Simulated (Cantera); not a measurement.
A closed system holds: 1 mol BN, 7 mol H2O, 95 mol H2, at 4.60e-5 bar.

Equilibrium computed with Cantera from the NASA thermochemical tables; the gas is ideal and each condensed phase is pure. Candidate condensed phases: B, BN, B2O3, B3O3H3, H2O; 39 gas species. The numbers say what is thermodynamically allowed, not how fast it happens.

**Question.** At 1123 K, list the 5 most abundant gas species with their mole fractions, and the condensed phases.

**Answer.** H2 0.937, H2O 0.0492, HBO2 0.00839, N2 0.00486, B2O3 1.34e-5. Condensed: B2O3(l).
